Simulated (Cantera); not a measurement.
**Transport properties of process gases**

Gas mixture: NO = 0.55 (molar parts), at 15.0 Pa, frozen composition.

Cantera's kinetic-theory transport with the Lennard-Jones parameters of GRI-Mech 3.0, ideal gas; thermal conductivity in the mixture-averaged form. The composition is frozen, though it would react at the higher temperatures.

```csv
T (K),ρ (kg/m³),cp (J/kg/K),μ (µPa s),λ (mW/m/K),Pr,D (cm²/s) O,D (cm²/s) NO,D (cm²/s) CH₃
400,0.000135,998.6,23.1,32.4,0.712,3560,0.000,2500
650,8.33e-5,1054,32.3,48.2,0.706,8110,0.000,5770
900,6.01e-5,1114,40.1,63.0,0.708,14000,0.000,10000
1150,4.71e-5,1153,47.0,76.7,0.707,21000,0.000,15100
1400,3.87e-5,1181,53.4,89.4,0.706,29100,0.000,20900
1650,3.28e-5,1202,59.4,101,0.706,38200,0.000,27500
```
D: mixture-averaged diffusion coefficient of that species in the mixture.
